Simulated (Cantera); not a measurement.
A perfectly stirred reactor is fed with CH3OH : O2 : N2 = 1 : 0.833 : 3.13 (molar parts), equivalence ratio 1.8, at 4.60 bar; it is adiabatic with a 600 K inlet, and is followed from long to short residence time, starting on the burning branch (τ in s: 0.04, 0.014, 0.0046, 0.0016, 0.00053, 0.00018, 6.1e-05, 2.1e-05, 7e-06).

Detailed kinetics in Cantera: GRI-Mech 3.0 (53 species, 325 reactions). GRI-Mech 3.0 was tuned for natural gas; its chemistry of methanol as a main component is partial and can be far from experiment.

Problem. What does this change do: O2 0.833 to 0.65 parts?

Solution. 
```csv
quantity,before,after
"blow-out, bracketed by the residence times tried","burning at 61.0 µs, out at 21.0 µs","burning at 0.530 ms, out at 0.180 ms"
x(CH3OH) at τ = 40.0 ms,3.22e-6,2.51e-5
x(O2) at τ = 40.0 ms,6.35e-5,0.000328
x(CH4) at τ = 40.0 ms,4.94e-5,0.000632
x(HCN) at τ = 40.0 ms,7.89e-7,1.34e-7
x(CH2) at τ = 40.0 ms,5.97e-8,1.61e-8
x(CH3OH) at τ = 0.530 ms,5.46e-5,0.000739
x(O2) at τ = 0.530 ms,0.00104,0.00648
x(CH4) at τ = 0.530 ms,0.000194,0.00190
x(HCN) at τ = 0.530 ms,1.27e-5,1.71e-7
x(CH2) at τ = 0.530 ms,2.58e-6,4.37e-7
```
